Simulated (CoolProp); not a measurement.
Vapour-liquid equilibrium of benzene (1) + p-xylene (2) at 0.642 bar; x and y are mole fractions of (1).

Computed with CoolProp (multi-fluid Helmholtz-energy mixture model, Thol 2012 and Zhou 2012; pair parameters Bell 2016).

Problem. Give the bubble temperature and the first vapour's composition at x = 0.05, 0.2, 0.65. Is there an azeotrope?

Solution. x = 0.05: 389.5 K, y = 0.194; x = 0.2: 375.4 K, y = 0.563; x = 0.65: 350.1 K, y = 0.923. No azeotrope shows between x = 0.05 and 0.95.

Pair parameters are fitted to limited data, so mixtures are less certain than the pure fluids.
